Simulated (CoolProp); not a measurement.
Vapour-liquid equilibrium of R1234yf (1) + R152A (2) at 0.782 MPa; x and y are mole fractions of (1).

The numbers come from the multi-fluid Helmholtz-energy mixture model, Lemmon 2022 and Outcalt 1996; pair parameters Bell 2023 in CoolProp.

```json
[
 {"x": "0.05", "bubble temperature, mixture model (K)": "306.8", "bubble temperature, Raoult's law (K)": "307.4", "y, mixture model": "0.067", "y, Raoult's law": "0.056"},
 {"x": "0.2", "bubble temperature, mixture model (K)": "304.9", "bubble temperature, Raoult's law (K)": "306.7", "y, mixture model": "0.239", "y, Raoult's law": "0.220"},
 {"x": "0.35", "bubble temperature, mixture model (K)": "303.7", "bubble temperature, Raoult's law (K)": "306.0", "y, mixture model": "0.385", "y, Raoult's law": "0.379"},
 {"x": "0.5", "bubble temperature, mixture model (K)": "303.0", "bubble temperature, Raoult's law (K)": "305.3", "y, mixture model": "0.520", "y, Raoult's law": "0.531"},
 {"x": "0.65", "bubble temperature, mixture model (K)": "302.7", "bubble temperature, Raoult's law (K)": "304.6", "y, mixture model": "0.656", "y, Raoult's law": "0.678"},
 {"x": "0.8", "bubble temperature, mixture model (K)": "302.7", "bubble temperature, Raoult's law (K)": "304.0", "y, mixture model": "0.797", "y, Raoult's law": "0.819"},
 {"x": "0.95", "bubble temperature, mixture model (K)": "302.9", "bubble temperature, Raoult's law (K)": "303.3", "y, mixture model": "0.948", "y, Raoult's law": "0.956"}
]
```

The largest gap from Raoult's law is -2.3 K in bubble temperature, at x = 0.5. y crosses x between x = 0.65 and 0.8: the model has an azeotrope there.

Pair parameters are fitted to limited data, so mixtures are less certain than the pure fluids.
